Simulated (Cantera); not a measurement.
## Premixed flame

A freely propagating, adiabatic, planar premixed flame of H2 : O2 : N2 = 1 : 0.86 : 2.54 (molar parts), unburnt at 600 K and 7500 Torr; mixture-averaged transport, grid criteria slope 0.08 and curve 0.16, no radiation.

Model: the H2/O2 subset of GRI-Mech 3.0, which has no nitrogen chemistry, integrated in Cantera. The hydrogen kinetics of GRI-Mech 3.0 are dated; newer H2 mechanisms differ, most at raised pressure. Burning velocities carry a grid error of a few per cent, more on coarse grids. Lean hydrogen flames are cellular in practice and burn faster than this planar one.

```json
[
 {"z (mm)": "-0.0813", "T (K)": "600", "u (m/s)": "2.55", "x H2": "0.225", "x O2": "0.196", "x OH": "<1e-8", "x H": "<1e-8", "x H2O": "1.14e-5", "x O": "<1e-8"},
 {"z (mm)": "-0.0542", "T (K)": "602", "u (m/s)": "2.54", "x H2": "0.221", "x O2": "0.197", "x OH": "<1e-8", "x H": "<1e-8", "x H2O": "9.23e-5", "x O": "<1e-8"},
 {"z (mm)": "-0.0407", "T (K)": "605", "u (m/s)": "2.54", "x H2": "0.214", "x O2": "0.199", "x OH": "<1e-8", "x H": "<1e-8", "x H2O": "0.000344", "x O": "1.16e-8"},
 {"z (mm)": "-0.0271", "T (K)": "627", "u (m/s)": "2.58", "x H2": "0.195", "x O2": "0.203", "x OH": "2.52e-8", "x H": "<1e-8", "x H2O": "0.00273", "x O": "2.58e-7"},
 {"z (mm)": "-0.0136", "T (K)": "825", "u (m/s)": "3.23", "x H2": "0.141", "x O2": "0.202", "x OH": "5.59e-5", "x H": "3.81e-5", "x H2O": "0.0298", "x O": "2.71e-5"},
 {"z (mm)": "-0.00678", "T (K)": "1162", "u (m/s)": "4.46", "x H2": "0.0965", "x O2": "0.183", "x OH": "0.000816", "x H": "0.000866", "x H2O": "0.0805", "x O": "0.000456"},
 {"z (mm)": "0", "T (K)": "1540", "u (m/s)": "5.86", "x H2": "0.0528", "x O2": "0.149", "x OH": "0.00344", "x H": "0.00336", "x H2O": "0.146", "x O": "0.00236"},
 {"z (mm)": "0.00678", "T (K)": "1798", "u (m/s)": "6.83", "x H2": "0.0247", "x O2": "0.120", "x OH": "0.00755", "x H": "0.00451", "x H2O": "0.193", "x O": "0.00431"},
 {"z (mm)": "0.0136", "T (K)": "1944", "u (m/s)": "7.37", "x H2": "0.0123", "x O2": "0.106", "x OH": "0.0103", "x H": "0.00366", "x H2O": "0.216", "x O": "0.00473"},
 {"z (mm)": "0.0271", "T (K)": "2079", "u (m/s)": "7.87", "x H2": "0.00492", "x O2": "0.0979", "x OH": "0.0107", "x H": "0.00165", "x H2O": "0.232", "x O": "0.00336"},
 {"z (mm)": "0.0542", "T (K)": "2163", "u (m/s)": "8.16", "x H2": "0.00181", "x O2": "0.0966", "x OH": "0.00786", "x H": "0.000407", "x H2O": "0.240", "x O": "0.00143"},
 {"z (mm)": "0.108", "T (K)": "2197", "u (m/s)": "8.27", "x H2": "0.000622", "x O2": "0.0970", "x OH": "0.00504", "x H": "8.69e-5", "x H2O": "0.244", "x O": "0.000531"},
 {"z (mm)": "0.217", "T (K)": "2206", "u (m/s)": "8.30", "x H2": "0.000335", "x O2": "0.0973", "x OH": "0.00391", "x H": "3.75e-5", "x H2O": "0.245", "x O": "0.000310"}
]
```
x: mole fraction of selected species; z is measured from the peak of heat release.

| Quantity | Value |
|---|---|
| laminar burning velocity | 255 cm/s |
| thermal thickness | 0.0271 mm |
| peak x(OH) | 0.0111 |
| peak x(H) | 0.00452 |
| peak x(O) | 0.00476 |
| grid points | 110 |
